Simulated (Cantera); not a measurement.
A perfectly stirred reactor is fed with CH3OH : O2 : N2 : H2O = 1 : 1.92 : 6.54 : 1.5 (molar parts), at 87000 Pa; it is adiabatic with a 675 K inlet, and is followed from long to short residence time, starting on the burning branch (τ in s: 0.16, 0.068, 0.029, 0.013, 0.0055, 0.0024, 0.001, 0.00045, 0.00019, 8.3e-05).

Computed with Cantera and GRI-Mech 3.0 (53 species, 325 reactions). GRI-Mech 3.0 was tuned for natural gas; its chemistry of methanol as a main component is partial and can be far from experiment.

x: mole fraction; the columns are a selection and need not sum to one.

| τ (s) | T (K) | x CH3OH | x O2 | x H2O | x CH2O | x CH4 | x H |
|---|---|---|---|---|---|---|---|
| 0.16 | 2110 | 7.37e-7 | 0.0366 | 0.301 | 6.82e-7 | 3.03e-8 | 0.000155 |
| 0.068 | 2105 | 1.59e-6 | 0.0369 | 0.300 | 1.47e-6 | 5.33e-8 | 0.000200 |
| 0.029 | 2094 | 3.21e-6 | 0.0374 | 0.299 | 2.98e-6 | 7.76e-8 | 0.000301 |
| 0.013 | 2075 | 5.87e-6 | 0.0381 | 0.297 | 5.47e-6 | 9.82e-8 | 0.000507 |
| 0.0055 | 2044 | 1.08e-5 | 0.0393 | 0.295 | 1.01e-5 | 1.35e-7 | 0.000947 |
| 0.0024 | 2002 | (withheld) | 0.0410 | 0.291 | (withheld) | (withheld) | (withheld) |
| 0.0010 | 1945 | 3.61e-5 | 0.0434 | 0.286 | 3.30e-5 | 5.55e-7 | 0.00298 |
| 0.00045 | 1885 | 6.83e-5 | 0.0462 | 0.281 | 6.05e-5 | 1.47e-6 | 0.00446 |
| 0.00019 | 1812 | (withheld) | (withheld) | 0.277 | (withheld) | (withheld) | (withheld) |
| 8.3e-5 | 1717 | 0.000461 | 0.0594 | 0.274 | 0.000365 | 1.97e-5 | 0.00539 |

### Question
Some entries are withheld; supply them.

### Answer

- 0.0024, x CH3OH: 1.91e-5
- 0.0024, x CH2O: 1.78e-5
- 0.0024, x CH4: 2.34e-7
- 0.0024, x H: 0.00171
- 0.00019, x CH3OH: 0.000153
- 0.00019, x O2: 0.0507
- 0.00019, x CH2O: 0.000130
- 0.00019, x CH4: 4.89e-6
- 0.00019, x H: 0.00583
